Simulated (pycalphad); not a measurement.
Effect of Si content in Ti-Si

CALPHAD calculation (pycalphad, COST 507 light-alloy database (1999)), 1 atm. The database dates from 1999; later assessments differ in places, in temperatures and in the compounds included. Phase fractions are per mole of atoms. Kinetics are ignored, which matters at the lower temperatures.

Problem. One of these alloys has its liquidus at 2088 K, its solidus at 1613 K, and holds SITI3 0.94, HCP_A3 0.06 at 650 K. Which?
A. Ti-5.9Si (at.%)
B. Ti-8.85Si (at.%)
C. Ti-2.95Si (at.%)
D. Ti-1.47Si (at.%)
E. Ti-23.6Si (at.%)
F. Ti-11.8Si (at.%)

Solution. E, Ti-23.6Si (at.%). The others: Ti-1.47Si (at.%), liquidus 1915, solidus 1765; Ti-2.95Si (at.%), liquidus 1889, solidus 1677; Ti-5.9Si (at.%), liquidus 1835, solidus 1613; Ti-8.85Si (at.%), liquidus 1762, solidus 1613; Ti-11.8Si (at.%), liquidus 1663, solidus 1613

Database names, with the compositions (at.%) that they take in these runs: SITI3: Ti 75 Si 25. HCP_A3 is hcp.
